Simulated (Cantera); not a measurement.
**Reactions in the system Ca-H-O-S**

Standard-state values (1 bar) from the NASA 1993 polynomials, evaluated with Cantera. Values are per mole of reaction as written; species without (g) are pure solids or liquids, kept so even where they would boil at 1 bar.

S2(g) + 2 Ca(OH)2 = 2 H2O2(g) + 2 CaS

```csv
T (K),ΔH° (kJ),ΔS° (J/K),ΔG° (kJ),log10 K
398,621.3,177.2,550.8,-72.28
448,619.3,172.4,542.0,-63.20
498,617.2,168.0,533.5,-55.96
548,615.1,164.0,525.2,-50.06
598,613.0,160.4,517.1,-45.17
648,611.0,157.2,509.2,-41.04
698,609.0,154.2,501.4,-37.52
748,607.0,151.4,493.8,-34.48
798,605.0,148.8,486.3,-31.83
848,603.0,146.4,478.9,-29.50
898,600.9,144.0,471.6,-27.43
```

CaS + 5 O(g) + 2 H(g) = SO3(g) + Ca(OH)2

```csv
T (K),ΔH° (kJ),ΔS° (J/K),ΔG° (kJ),log10 K
398,-2595.6,-765.9,-2290.7,300.64
448,-2597.5,-770.5,-2252.3,262.60
498,-2599.2,-774.1,-2213.7,232.19
548,-2600.7,-776.9,-2174.9,207.31
598,-2601.9,-779.2,-2136.0,186.57
648,-2603.1,-781.0,-2097.0,169.03
698,-2604.1,-782.5,-2057.9,154.00
748,-2604.9,-783.6,-2018.8,140.97
798,-2605.7,-784.6,-1979.5,129.57
848,-2606.3,-785.3,-1940.3,119.52
898,-2606.8,-785.9,-1901.0,110.58
```
